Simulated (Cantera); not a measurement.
Charge: 1 mol MgO, 19 mol HBr, 34 mol N₂, at 952 °C and 1330 Pa.

Equilibrium computed with Cantera from the NASA thermochemical tables; the gas is ideal and each condensed phase is pure. Candidate condensed phases: Br₂, H₂O, Mg, MgBr₂, MgO, Mg(OH)₂; 36 gas species. Kinetics and transport are ignored.

Base state: N₂ 0.640, HBr 0.314, H₂O 0.0188, MgBr₂ 0.0188, Br 0.00559, H₂ 0.00296, Br₂ 0.000164 (mole fractions); condensed: gas only.

Q: What changes in the equilibrium state with this change: temperature from 952 °C to 1575 °C?

A: 
```csv
species,before,after
N₂,0.640,0.603
HBr,0.314,0.183
Br,0.00559,0.119
H₂,0.00296,0.0589
MgBr₂,0.0188,0.0175
H₂O,0.0188,0.0177
Mg,<1e-9,1.66e-5
MgBr,2.15e-8,0.000240
H,1.47e-7,0.00111
```
